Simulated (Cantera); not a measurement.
Carbothermic reduction: Fe2O3 + CH4 + CO

Charge: 1 mol Fe2O3, a varied amount of CH4, 0.11 mol CO, equilibrated at 2150 K and 47.0 mbar.

Cantera equilibrium calculation (NASA polynomials, part measured and part estimated; ideal gas, pure solids and liquids). Candidate condensed phases: C, C6H6, C7H8, C8H18, Fe, Fe(CO)5, FeO, Fe(OH)2, Fe(OH)3, Fe2O3, Fe3O4, H2O; 114 gas species. Each liquid is taken as pure. Mutual solubility and eutectic melting of coexisting phases are not modelled. The tables' stoichiometric FeO is somewhat more stable than real wüstite, so its field is too wide. FeO: taken at fixed stoichiometry. Equilibrium is a limit: real reactors are often held back by kinetics, nucleation or transport.

From 0.36 mol CH4 to 0.58 mol CH4 the condensed part is FeO(l). From 0.66 mol CH4 to 1.5 mol CH4 the condensed part is Fe(l) + FeO(l). The main Fe-bearing gas is Fe throughout. The share of Fe in condensed phases is highest at 0.36 mol CH4 (99.5 %) and lowest at 1.5 mol CH4 (90.9 %).

| n(CH4) (mol) | x H2 | x H2O | x CO | x CO2 | x Fe | x H | x OH | n FeO(l) | n Fe(l) |
|---|---|---|---|---|---|---|---|---|---|
| 0.36 | 0.178 | 0.413 | 0.268 | 0.122 | 0.00759 | 0.00820 | 0.00246 | 1.99 | 0 |
| 0.41 | 0.239 | 0.356 | 0.295 | 0.0860 | 0.0118 | 0.00951 | 0.00183 | 1.98 | 0 |
| 0.46 | 0.291 | 0.306 | 0.310 | 0.0636 | 0.0168 | 0.0105 | 0.00142 | 1.97 | 0 |
| 0.52 | 0.343 | 0.255 | 0.319 | 0.0464 | 0.0238 | 0.0114 | 0.00109 | 1.96 | 0 |
| 0.58 | 0.383 | 0.214 | 0.323 | 0.0353 | 0.0316 | 0.0120 | 0.000867 | 1.94 | 0 |
| 0.66 | 0.404 | 0.193 | 0.322 | 0.0301 | 0.0369 | 0.0124 | 0.000764 | 1.85 | 0.0695 |
| 0.74 | 0.406 | 0.194 | 0.319 | 0.0298 | 0.0369 | 0.0124 | 0.000766 | 1.71 | 0.198 |
| 0.83 | 0.408 | 0.195 | 0.316 | 0.0296 | 0.0369 | 0.0124 | 0.000768 | 1.55 | 0.344 |
| 0.94 | 0.410 | 0.196 | 0.313 | 0.0293 | 0.0369 | 0.0125 | 0.000770 | 1.36 | 0.521 |
| 1.1 | 0.413 | 0.197 | 0.310 | 0.0290 | 0.0369 | 0.0125 | 0.000772 | 1.09 | 0.779 |
| 1.2 | 0.414 | 0.198 | 0.309 | 0.0289 | 0.0369 | 0.0125 | 0.000773 | 0.914 | 0.940 |
| 1.3 | 0.415 | 0.198 | 0.307 | 0.0287 | 0.0369 | 0.0125 | 0.000774 | 0.741 | 1.10 |
| 1.5 | 0.416 | 0.199 | 0.305 | 0.0285 | 0.0369 | 0.0126 | 0.000775 | 0.395 | 1.42 |
x: gas mole fraction; n: condensed amount in mol.
